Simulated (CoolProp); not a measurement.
Vapour-liquid equilibrium of benzene (1) + dimethyl carbonate (2) at 74.95 °C; x and y are mole fractions of (1).

Computed with CoolProp (multi-fluid Helmholtz-energy mixture model, Thol 2012 and Zhou 2011; pair parameters Bell 2016).

```tsv
x	bubble pressure (MPa)	y at the bubble point	dew pressure at overall composition x (MPa)	liquid density (mol/L)
0.05	0.06378	0.090	0.06250	11.01
0.2	0.07086	0.301	0.06740	10.90
0.35	0.07623	0.456	0.07258	10.81
0.5	0.08030	0.585	0.07767	10.72
0.65	0.08329	0.703	0.08206	10.64
0.8	0.08531	0.821	0.08504	10.57
0.95	0.08628	0.951	0.08627	10.50
```

No azeotrope shows between x = 0.05 and 0.95.

Pair parameters are fitted to limited data, so mixtures are less certain than the pure fluids.
